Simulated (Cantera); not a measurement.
What does this Cantera script print?

```python
import numpy as np
import cantera as ct

gas_names = """
    H H2 H2S S SH S2 S8
""".split()
cond_names = """
    S(cr1) S(cr2) S(L)
""".split()


# ... load() reads the species with a 1 bar reference pressure and builds the phases ...
atoms = {
    'S': {'S': 1},
    'H2': {'H': 2},
}
top_T = {}  # K; cautious upper limits of use, not melting points


# ... equilibrate(T, P, feed) seeds the gas with the atoms and calls Mixture.equilibrate('TP', solver="vcs", rtol=1e-11, max_steps=5000) ...
results = []
feed = {'S': 1, 'H2': 0.12}  # mol
for P in [10, 120, 1400, 17000, 210000, 2500000, 30000000]:
    for T in [623, 773, 923, 1073, 1223, 1373, 1523, 1673, 1823, 1973]:
        mix = equilibrate(T, P, feed)
        results.append((T, P, feed, dict(zip(mix.species_names, mix.species_moles))))

for T, P, feed, n in results:
    print(f"{T:7g} {P:10.4g}  " + (" + ".join(c for c in cond_names if n.get(c, 0) > 1e-12) or "gas only"))
```

Output:

```
    623         10  gas only
    773         10  gas only
    923         10  gas only
   1073         10  gas only
   1223         10  gas only
   1373         10  gas only
   1523         10  gas only
   1673         10  gas only
   1823         10  gas only
   1973         10  gas only
    623        120  gas only
    773        120  gas only
    923        120  gas only
   1073        120  gas only
   1223        120  gas only
   1373        120  gas only
   1523        120  gas only
   1673        120  gas only
   1823        120  gas only
   1973        120  gas only
    623       1400  gas only
    773       1400  gas only
    923       1400  gas only
   1073       1400  gas only
   1223       1400  gas only
   1373       1400  gas only
   1523       1400  gas only
   1673       1400  gas only
   1823       1400  gas only
   1973       1400  gas only
    623    1.7e+04  gas only
    773    1.7e+04  gas only
    923    1.7e+04  gas only
   1073    1.7e+04  gas only
   1223    1.7e+04  gas only
   1373    1.7e+04  gas only
   1523    1.7e+04  gas only
   1673    1.7e+04  gas only
   1823    1.7e+04  gas only
   1973    1.7e+04  gas only
    623    2.1e+05  S(L)
    773    2.1e+05  S(L)
    923    2.1e+05  gas only
   1073    2.1e+05  gas only
   1223    2.1e+05  gas only
   1373    2.1e+05  gas only
   1523    2.1e+05  gas only
   1673    2.1e+05  gas only
   1823    2.1e+05  gas only
   1973    2.1e+05  gas only
    623    2.5e+06  S(L)
    773    2.5e+06  S(L)
    923    2.5e+06  S(L)
   1073    2.5e+06  S(L)
   1223    2.5e+06  gas only
   1373    2.5e+06  gas only
   1523    2.5e+06  gas only
   1673    2.5e+06  gas only
   1823    2.5e+06  gas only
   1973    2.5e+06  gas only
    623      3e+07  S(L)
    773      3e+07  S(L)
    923      3e+07  S(L)
   1073      3e+07  S(L)
   1223      3e+07  S(L)
   1373      3e+07  S(L)
   1523      3e+07  gas only
   1673      3e+07  gas only
   1823      3e+07  gas only
   1973      3e+07  gas only
```

Method: chemical equilibrium by Gibbs-energy minimisation in Cantera with the NASA 1993 tables (ideal gas, pure condensed phases). The ideal-gas law is rough above about 30 bar.
